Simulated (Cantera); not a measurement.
An adiabatic, constant-volume homogeneous reactor starts with CH4 : H2 : O2 : N2 = 1 : 0.46 : 3.54 : 12 (molar parts), equivalence ratio 0.63, at 975 K and 750 Torr.

Cantera simulation using GRI-Mech 3.0 (53 species, 325 reactions); the numbers are that mechanism's predictions, not measurements. Below about 1000 K GRI-Mech 3.0 lacks low-temperature oxidation paths.

x: mole fraction; the columns are a selection and need not sum to one.

```
t (s)          T (K)  P (bar)       x CH4     x H2    x O2       x HCO      x CH2O      x NO       x CO2
--------  ----------  -------  ----------  -------  ------  ----------  ----------  --------  ----------
3.00e-6          975     1.00      0.0588   0.0271   0.208      <1e-12      <1e-12    <1e-12      <1e-12
7.27e-6          975     1.00      0.0588   0.0271   0.208      <1e-12      <1e-12    <1e-12      <1e-12
1.76e-5          975     1.00      0.0588   0.0271   0.208      <1e-12      <1e-12    <1e-12      <1e-12
4.28e-5          975     1.00      0.0588   0.0271   0.208      <1e-12      <1e-12    <1e-12      <1e-12
0.000104         975     1.00      0.0588   0.0271   0.208      <1e-12    4.76e-12    <1e-12      <1e-12
0.000251         975     1.00      0.0588   0.0271   0.208      <1e-12    2.96e-11    <1e-12      <1e-12
0.000609         975     1.00      0.0588   0.0271   0.208      <1e-12    1.89e-10    <1e-12      <1e-12
0.00148          975     1.00      0.0588   0.0271   0.208      <1e-12     1.37e-9    <1e-12      <1e-12
0.00358          975     1.00      0.0588   0.0271   0.208      <1e-12     1.60e-8    <1e-12      <1e-12
0.00868          975     1.00      0.0588   0.0270   0.208    9.36e-12     1.04e-5    <1e-12     6.15e-9
0.0211    (withheld)     1.15  (withheld)   0.0262   0.196  (withheld)  (withheld)  5.79e-12  (withheld)
0.0510          2549     2.60      <1e-12  0.00241  0.0704     1.95e-9    1.49e-11    0.0137      0.0531
0.124           2549     2.60      <1e-12  0.00241  0.0704     1.95e-9    1.49e-11    0.0137      0.0531
0.300           2549     2.60      <1e-12  0.00241  0.0704     1.95e-9    1.49e-11    0.0137      0.0531
```

What belongs in the gaps?


- 0.0211, T (K): 1120
- 0.0211, x CH4: 0.0484
- 0.0211, x HCO: 1.86e-7
- 0.0211, x CH2O: 0.00229
- 0.0211, x CO2: 9.75e-5
